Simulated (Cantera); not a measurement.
A perfectly stirred reactor is fed with NO : N2 = 0.12 : 0.1 (molar parts), at 443 Torr; it is held at 2100 K, and followed from long to short residence time.

Computed with Cantera and GRI-Mech 3.0 (53 species, 325 reactions).

Question: Predict: x(NO) at τ = 1.20 s; x(N2O) at τ = 1.20 s; x(N2) at τ = 1.20 s; x(O) at τ = 1.20 s; x(NO2) at τ = 1.20 s; x(NO) at τ = 60.0 ms; x(N2O) at τ = 60.0 ms; x(N2) at τ = 60.0 ms; x(O) at τ = 60.0 ms; x(NO2) at τ = 60.0 ms.

Answer: 
```json
{
  "x(NO) at τ = 1.20 s": "0.147",
  "x(N2O) at τ = 1.20 s": "9.30e-6",
  "x(N2) at τ = 1.20 s": "0.654",
  "x(O) at τ = 1.20 s": "0.000820",
  "x(NO2) at τ = 1.20 s": "0.000161",
  "x(NO) at τ = 60.0 ms": "0.478",
  "x(N2O) at τ = 60.0 ms": "0.000105",
  "x(N2) at τ = 60.0 ms": "0.488",
  "x(O) at τ = 60.0 ms": "0.000386",
  "x(NO2) at τ = 60.0 ms": "0.000235"
}
```
